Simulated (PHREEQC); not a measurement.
Solution (25 °C): 3.8 mmol/kgw CaCl2, 0.85 mmol/kgw NaF and 0.031 mmol/kgw H4SiO4. Closed to the air; pH follows from the charge balance.

The numbers come from PHREEQC with the ion-association model, phreeqc.dat.

This is a speciation only: nothing precipitates in the calculation.

Problem. Estimate the pH, specific conductance.

Solution. pH 7.06; specific conductance 1010 µS/cm.

Examples of supersaturated solids here: Fluorite. Others may be too. SiF6-2 is the database's only silicon fluoride.
